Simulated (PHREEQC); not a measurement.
## Brine: speciation

Make-up at 25 °C: 2.7 mol/kgw KCl and 0.044 mol/kgw K2SO4. Closed to the air; pH follows from the charge balance.

All values are PHREEQC results (Pitzer model, pitzer.dat), not measurements.

Each row changes one thing in this solution. This is a speciation only: nothing precipitates in the calculation.

```
case                          HSO4- (mol/kgw)  SI of Arcanite (K2SO4)
----------------------------  ---------------  ----------------------
as made                               3.31e-8                   -0.60
KCl left out                          1.13e-7                     [?]
diluted 5-fold with water                 [?]                     [?]
temperature from 25 to 10 °C          1.12e-8                   -0.44
```

### Question
Complete the blanks.

### Answer

- KCl left out, SI of Arcanite (K2SO4): -2.39
- diluted 5-fold with water, HSO4- (mol/kgw): 1.58e-8
- diluted 5-fold with water, SI of Arcanite (K2SO4): -2.02

At this temperature some constants are extrapolated from 25 °C, and those without enthalpy data are left unchanged.
